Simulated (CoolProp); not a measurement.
Carbonyl sulfide along the isotherm 290.5 K: fugacity coefficient from the reference equation and from simpler models built on Tc = 378.8 K, pc = 6.369 MPa, ω = 0.098; each cubic takes its own stable root.

Values from CoolProp's reference Helmholtz-energy equation of state, Lemmon 2006. It is a short technical equation, of lower accuracy than the large ones.

```json
[
 {"p (MPa)": "0.796", "phase": "gas", "reference": "0.9061", "van der Waals": "0.9308", "Redlich-Kwong": "0.9110", "Soave-Redlich-Kwong": "0.9091"},
 {"p (MPa)": "1.59", "phase": "liquid", "reference": "[?]", "van der Waals": "0.8614", "Redlich-Kwong": "0.6385", "Soave-Redlich-Kwong": "0.5950"},
 {"p (MPa)": "2.39", "phase": "liquid", "reference": "0.3991", "van der Waals": "0.7014", "Redlich-Kwong": "0.4339", "Soave-Redlich-Kwong": "0.4043"},
 {"p (MPa)": "3.18", "phase": "liquid", "reference": "0.3058", "van der Waals": "0.5432", "Redlich-Kwong": "0.3330", "Soave-Redlich-Kwong": "0.3102"},
 {"p (MPa)": "3.98", "phase": "liquid", "reference": "0.2491", "van der Waals": "[?]", "Redlich-Kwong": "[?]", "Soave-Redlich-Kwong": "0.2531"},
 {"p (MPa)": "4.78", "phase": "liquid", "reference": "0.2115", "van der Waals": "0.3837", "Redlich-Kwong": "0.2311", "Soave-Redlich-Kwong": "0.2152"},
 {"p (MPa)": "5.57", "phase": "liquid", "reference": "[?]", "van der Waals": "0.3391", "Redlich-Kwong": "0.2025", "Soave-Redlich-Kwong": "0.1885"},
 {"p (MPa)": "6.37", "phase": "liquid", "reference": "[?]", "van der Waals": "0.3053", "Redlich-Kwong": "0.1808", "Soave-Redlich-Kwong": "0.1682"},
 {"p (MPa)": "7.16", "phase": "liquid", "reference": "0.1496", "van der Waals": "0.2796", "Redlich-Kwong": "0.1641", "Soave-Redlich-Kwong": "0.1527"},
 {"p (MPa)": "7.96", "phase": "liquid", "reference": "0.1371", "van der Waals": "0.2590", "Redlich-Kwong": "0.1507", "Soave-Redlich-Kwong": "0.1402"},
 {"p (MPa)": "8.76", "phase": "liquid", "reference": "0.1270", "van der Waals": "0.2422", "Redlich-Kwong": "0.1398", "Soave-Redlich-Kwong": "0.1300"},
 {"p (MPa)": "9.55", "phase": "liquid", "reference": "0.1188", "van der Waals": "0.2286", "Redlich-Kwong": "0.1309", "Soave-Redlich-Kwong": "0.1217"}
]
```

Q: Fill in the missing entries.

A: 
- 1.59, reference: 0.5883
- 3.98, van der Waals: 0.4473
- 3.98, Redlich-Kwong: 0.2718
- 5.57, reference: 0.1850
- 6.37, reference: 0.1649

At some of these states van der Waals gives the other phase, because its saturation line lies elsewhere.
